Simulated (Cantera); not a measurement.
A Cantera script and what it prints.

```python
import numpy as np
import cantera as ct

gas_names = [...]  # 95 gases of nasa_gas.yaml made of C, F, H
cond_names = """
    C(gr) C6H6(L) C7H8(L) C8H18(L),n-octa
""".split()


# ... load() reads the species with a 1 bar reference pressure and builds the phases ...
atoms = {
    'CHF3': {'C': 1, 'H': 1, 'F': 3},
    'H2': {'H': 2},
}
top_T = {'C(gr)': 4500}  # K; cautious upper limits of use, not melting points


# ... equilibrate(T, P, feed) seeds the gas with the atoms and calls Mixture.equilibrate('TP', solver="vcs", rtol=1e-11, max_steps=5000) ...
results = []
feed = {'CHF3': 1, 'H2': 8.7}  # mol
P = 1400  # Pa
for T in [875, 1075, 1275, 1475, 1675, 1875, 2075, 2275, 2475, 2675, 2875, 3075, 3275, 3475]:
    mix = equilibrate(T, P, feed)
    results.append((T, P, feed, dict(zip(mix.species_names, mix.species_moles))))

top = {s: max(r[3][s] / sum(r[3][g] for g in gas_names) for r in results) for s in gas_names}
cols = sorted((s for s in top if top[s] > 0.001), key=lambda s: -top[s])[:7]
seen = [c for c in cond_names if any(r[3].get(c, 0) > 1e-12 for r in results)]
print("log10 of partial pressures in bar; condensed amounts in mol")
print(f"{'T/K':>10s}" + "".join(f"{s[:9]:>10s}" for s in cols + seen))
for T, P, feed, n in results:
    ng = sum(n[g] for g in gas_names)
    print(f"{T:10.4g}" + "".join(f"{np.log10(max(n[s] / ng * P / 1e5, 1e-99)):10.3f}" for s in cols)
          + "".join(f"{n.get(c, 0):10.4g}" for c in seen))
```

It prints:

```
log10 of partial pressures in bar; condensed amounts in mol
       T/K         H        H2        HF         F         C C2H2,acet        C3     C(gr)
       875   -11.299    -1.999    -2.405   -19.618   -34.654   -12.623   -38.515    0.9666
      1075    -8.832    -1.997    -2.406   -15.658   -26.663   -10.121   -29.210    0.9965
      1275    -7.131    -1.997    -2.406   -12.930   -21.181    -8.412   -22.847    0.9993
      1475    -5.885    -1.997    -2.406   -10.936   -17.188    -7.173   -18.228    0.9997
      1675    -4.934    -1.997    -2.406    -9.413   -14.151    -6.233   -14.727     0.999
      1875    -4.183    -1.999    -2.407    -8.212   -11.765    -5.499   -11.986    0.9951
      2075    -3.578    -2.007    -2.410    -7.240    -9.840    -4.914    -9.785    0.9811
      2275    -3.086    -2.030    -2.419    -6.435    -8.256    -4.449    -7.980    0.9435
      2475    -2.690    -2.084    -2.439    -5.754    -6.930    -4.096    -6.474    0.8634
      2675    -2.385    -2.195    -2.477    -5.161    -5.803    -3.862    -5.201    0.7123
      2875    -2.173    -2.395    -2.535    -4.623    -4.834    -3.766    -4.111    0.2788
      3075    -2.046    -2.685    -2.604    -4.116    -4.198    -4.209    -3.784         0
      3275    -1.985    -3.040    -2.680    -3.635    -3.763    -4.945    -3.868         0
      3475    -1.961    -3.414    -2.805    -3.236    -3.451    -5.801    -4.163         0
```

Method: chemical equilibrium by Gibbs-energy minimisation in Cantera with the NASA 1993 tables (ideal gas, pure condensed phases).
